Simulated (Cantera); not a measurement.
# NO annealing gas

A perfectly stirred reactor is fed with NO : N₂ = 1 : 0.14 (molar parts), at 0.980 bar; it is held at 2023 K, and followed from long to short residence time.

Detailed kinetics in Cantera: GRI-Mech 3.0 (53 species, 325 reactions).

| τ (s) | x NO | x O₂ | x NO₂ | x N₂ | x O | x N₂O |
|---|---|---|---|---|---|---|
| 0.77 | 0.335 | 0.270 | 0.000626 | 0.394 | 0.000428 | 4.76e-5 |
| 0.31 | 0.503 | 0.186 | 0.000786 | 0.310 | 0.000361 | 0.000109 |
| 0.12 | 0.668 | 0.104 | 0.000797 | 0.227 | 0.000280 | 0.000198 |
| 0.050 | 0.773 | 0.0514 | 0.000684 | 0.175 | 0.000212 | 0.000271 |
| 0.020 | 0.832 | 0.0220 | 0.000545 | 0.145 | 0.000162 | 0.000316 |
| 0.0081 | 0.858 | 0.00888 | 0.000447 | 0.132 | 0.000132 | 0.000332 |
| 0.0033 | 0.869 | 0.00342 | 0.000384 | 0.126 | 0.000114 | 0.000323 |
x: mole fraction; the columns are a selection and need not sum to one.
